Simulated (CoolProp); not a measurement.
n-pentane at 298.15 K and 0.00786 MPa flows at 0.067 m/s in a round tube of 6 mm bore and 0.25 µm roughness, fully developed (64/Re and Nu = 3.66 if laminar; Colebrook and Gnielinski if turbulent). Each further row changes one setting.

Values from CoolProp's reference Helmholtz-energy equation of state, Thol 2019.

| case | Reynolds number | Darcy friction factor | pressure drop (Pa/m) | heat-transfer coefficient (W/(m² K)) | mass flow (kg/h) |
|---|---|---|---|---|---|
| as stated | 13.6 | 4.69 | ___ | 8.80 | ___ |
| velocity 0.134 m/s | 27.3 | 2.35 | 0.807 | 8.80 | ___ |
| diameter 12 mm | 27.3 | 2.35 | 0.101 | 4.40 | 0.00626 |

### Question
Some entries are withheld; supply them.

### Answer

- as stated, pressure drop (Pa/m): 0.403
- as stated, mass flow (kg/h): 0.00157
- velocity 0.134 m/s, mass flow (kg/h): 0.00313

Viscosity comes from a separate model (Quiñones-Cisneros 2006), older than the equation that it now runs on, and unchecked against measurements. Thermal conductivity comes from a separate model (Vassiliou 2015).
